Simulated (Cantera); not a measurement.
Input: 1 mol Si, 0.77 mol Cl2, 0.32 mol H2, at 600 K and 100000 Pa.

Equilibrium computed with Cantera from the NASA thermochemical tables; the gas is ideal and each condensed phase is pure. Candidate condensed phases: Si; 19 gas species. Equilibrium is a limit: real reactors are often held back by kinetics, nucleation or transport.

What is the equilibrium state?


```
Item            Result
----------  ----------
x(SiCl4)         0.461
x(H2)            0.399
x(SiHCl3)        0.138
x(SiH2Cl2)     0.00208
x(HCl)         3.65e-5
x(SiH3Cl)      6.12e-6
n(Si(s))     0.591 mol
gas amount  0.6807 mol
```
